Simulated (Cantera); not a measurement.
Cantera run, input and output.

```python
import numpy as np
import cantera as ct

gas = ct.Solution("gri30.yaml")
gas.TPX = 1373, 90000, {'N2O': 9.7, 'O2': 0.79}
reactor = ct.IdealGasConstPressureReactor(gas, energy="off", clone=False)
net = ct.ReactorNet([reactor])
net.rtol, net.atol = 1e-08, 1e-18
show = ['N2O', 'O2', 'NO', 'NO2', 'N2', 'O']
times = np.geomspace(0.0002, 80, 13)

steps = ct.SolutionArray(gas, extra=["t"])
rows = []
print(f"{'t/s':>10s}{'T/K':>9s}{'P/Pa':>11s}" + "".join(f"{s:>11s}" for s in show))
for t in times:
    while net.time < t:
        t_next = net.step()
        steps.append(gas.state, t=t_next)
    rows.append([np.interp(t, steps.t, y) for y in (steps.T, steps.P, *steps(*show).X.T)])
    print(f"{t:10.3e}{rows[-1][0]:9.1f}{rows[-1][1]:11.4g}" + "".join(f"{x:11.3e}" for x in rows[-1][2:]))
rate = np.gradient(steps.T, steps.t)
print("integrator steps:", len(steps.t))
if steps.T.max() > steps.T[0] + 200:
    print(f"time of steepest temperature rise: {steps.t[rate.argmax()]:.4e} s")
gas.TPX = 1373, 90000, {'N2O': 9.7, 'O2': 0.79}
gas.equilibrate("TP")
print(f"equilibrium (TP): T = {gas.T:.1f} K  " + "  ".join(f"{s} {gas[s].X[0]:.3e}" for s in show))
```

Result:

```
       t/s      T/K       P/Pa        N2O         O2         NO        NO2         N2          O
 2.000e-04   1373.0      9e+04  9.222e-01  7.593e-02  3.059e-04  1.289e-07  1.532e-03  1.792e-05
 5.860e-04   1373.0      9e+04  9.174e-01  7.714e-02  9.048e-04  1.053e-06  4.499e-03  1.791e-05
 1.717e-03   1373.0      9e+04  9.036e-01  8.063e-02  2.630e-03  7.333e-06  1.307e-02  1.786e-05
 5.030e-03   1373.0      9e+04  8.649e-01  9.046e-02  7.449e-03  3.775e-05  3.717e-02  1.768e-05
 1.474e-02   1373.0      9e+04  7.640e-01  1.161e-01  1.984e-02  1.300e-04  9.995e-02  1.713e-05
 4.317e-02   1373.0      9e+04  5.483e-01  1.713e-01  4.545e-02  3.239e-04  2.346e-01  1.553e-05
 1.265e-01   1373.0      9e+04  2.474e-01  2.504e-01  7.721e-02  5.697e-04  4.245e-01  1.132e-05
 3.706e-01   1373.0      9e+04  4.682e-02  3.071e-01  9.044e-02  6.933e-04  5.550e-01  4.032e-06
 1.086e+00   1373.0      9e+04  1.308e-03  3.215e-01  9.013e-02  8.275e-04  5.862e-01  4.900e-07
 3.181e+00   1373.0      9e+04  2.479e-06  3.220e-01  9.000e-02  8.621e-04  5.872e-01  3.714e-07
 9.320e+00   1373.0      9e+04  2.404e-06  3.220e-01  8.986e-02  8.608e-04  5.872e-01  3.715e-07
 2.731e+01   1373.0      9e+04  2.382e-06  3.222e-01  8.945e-02  8.572e-04  5.874e-01  3.716e-07
 8.000e+01   1373.0      9e+04  2.320e-06  3.228e-01  8.827e-02  8.466e-04  5.880e-01  3.719e-07
integrator steps: 1075
equilibrium (TP): T = 1373.0 K  N2O 4.029e-08  O2 3.673e-01  NO 7.390e-04  NO2 7.562e-06  N2 6.320e-01  O 3.962e-07
```

Model: GRI-Mech 3.0 (53 species, 325 reactions), integrated in Cantera. GRI-Mech 3.0 was tuned for natural gas; its chemistry of N2O as a main component is partial and can be far from experiment. The mechanism lacks the step 2 NO + O2 → 2 NO2, which can matter for NO2 below about 1400 K. The temperature is held fixed by assumption; the heat of reaction is taken as removed at once.
